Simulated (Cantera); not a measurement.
Input (Python, Cantera) and output of one run.

```python
import numpy as np
import cantera as ct

gas_names = """
    B BH BH2 BH3 BN B2 H H2 N NH NH2 NH3 N2 N2H2 N2H4
""".split()
cond_names = """
    B(b) B(L) BN(s)
""".split()


def load(file, names, dense=False):
    # The tables refer to 1 bar. Condensed volumes are neglected.
    table = {s.name: s for s in ct.Species.list_from_file(file)}
    out = []
    for n in names:
        d = dict(table[n].input_data)
        d["thermo"] = dict(d["thermo"], **{"reference-pressure": 1e5})
        if dense:
            d["equation-of-state"] = {"model": "constant-volume", "density": "1e6 g/cm^3"}
        out.append(ct.Species.from_dict(d))
    return out


gas = ct.Solution(thermo="ideal-gas", species=load("nasa_gas.yaml", gas_names))
cond = {s.name: ct.Solution(thermo="fixed-stoichiometry", species=[s], name=s.name)
        for s in load("nasa_condensed.yaml", cond_names, dense=True)}
atoms = {
    'BN': {'B': 1, 'N': 1},
    'H2': {'H': 2},
}
top_T = {'BN(s)': 3200}  # K; cautious upper limits of use, not melting points


def equilibrate(T, P, feed):
    n = {}
    for name, mol in feed.items():
        for a, k in atoms[name].items():
            n[a] = n.get(a, 0.0) + k * mol
    gas.TPX = T, P, n
    mass = sum(n.values()) * gas.mean_molecular_weight
    gas.equilibrate("TP")
    valid = [c for c in cond.values() if c.min_temp <= T <= top_T.get(c.name, c.max_temp)]
    mix = ct.Mixture([(gas, mass / gas.mean_molecular_weight)] + [(c, 0.0) for c in valid])
    mix.T, mix.P = T, P
    mix.equilibrate("TP", solver="vcs", rtol=1e-11, max_steps=5000)
    return mix


results = []
feed = {'BN': 1, 'H2': 570}  # mol
T = 700  # K
P = 10000  # Pa
mix = equilibrate(T, P, feed)
results.append((T, P, feed, dict(zip(mix.species_names, mix.species_moles))))
print(gas.report(threshold=0.0001))
for i in range(1, mix.n_phases):
    print(f"{mix.phase(i).name:16s} {mix.phase_moles(i):12.5e} mol")
```

It prints:

```
       temperature   700 K
          pressure   10000 Pa
           density   0.0034638 kg/m^3
  mean mol. weight   2.016 kg/kmol
   phase of matter   gas

                          1 kg             1 kmol
                     ---------------   ---------------
          enthalpy        5.8289e+06        1.1751e+07  J
   internal energy        2.9419e+06        5.9309e+06  J
           entropy             86690        1.7477e+05  J/K
    Gibbs function       -5.4854e+07       -1.1059e+08  J
 heat capacity c_p             14556             29344  J/K
 heat capacity c_v             10432             21030  J/K

                      mass frac. Y      mole frac. X     chem. pot. / RT
                     ---------------   ---------------   ---------------
                H2                 1                 1           -19.001
     [  +14 minor]        1.3434e-12        2.5017e-13

B(b)              0.00000e+00 mol
BN(s)             1.00000e+00 mol
```

These are equilibrium values from Cantera (NASA tables, ideal gas, pure condensed phases), not measurements of a reactor.
